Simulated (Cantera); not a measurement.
An isothermal, constant-pressure homogeneous reactor starts with C2H6 : N2 = 1 : 130 (molar parts), at 1275 K and 45000 Pa. Integrator tolerance rtol = 1e-08.

Computed with Cantera and GRI-Mech 3.0 (53 species, 325 reactions). GRI-Mech 3.0 stops at C3 and has no aromatics, soot or wall deposition, so with more carbon than oxygen in the feed, carbon stays in small species such as C2H2 where larger ones or solid carbon would form.

```
quantity                                              before                                     after
-----------------  -----------------------------------------  ----------------------------------------
x(C2H6) at 4.00 s    1.34e-7 (gas-phase equilibrium 1.15e-8)  9.83e-9 (gas-phase equilibrium 8.12e-12)
x(C2H) at 4.00 s   2.53e-11 (gas-phase equilibrium 3.50e-12)   8.48e-12 (gas-phase equilibrium <1e-12)
x(CH4) at 4.00 s   0.000990 (gas-phase equilibrium 0.000374)  0.000127 (gas-phase equilibrium 3.90e-6)
x(H2) at 4.00 s        0.0131 (gas-phase equilibrium 0.0145)   0.00191 (gas-phase equilibrium 0.00223)
x(H) at 4.00 s       1.39e-7 (gas-phase equilibrium 1.33e-7)   4.88e-8 (gas-phase equilibrium 5.23e-8)
x(C2H2) at 4.00 s    0.00658 (gas-phase equilibrium 0.00105)  0.000913 (gas-phase equilibrium 3.09e-5)
```

Question: What was changed between the two runs?
A) N2 130 to 890 parts
B) pressure from 45000 Pa to 1330 Pa
C) temperature 1275 to 2000 K
D) pressure from 45000 Pa to 2300 Pa

Answer: A, N2 130 to 890 parts
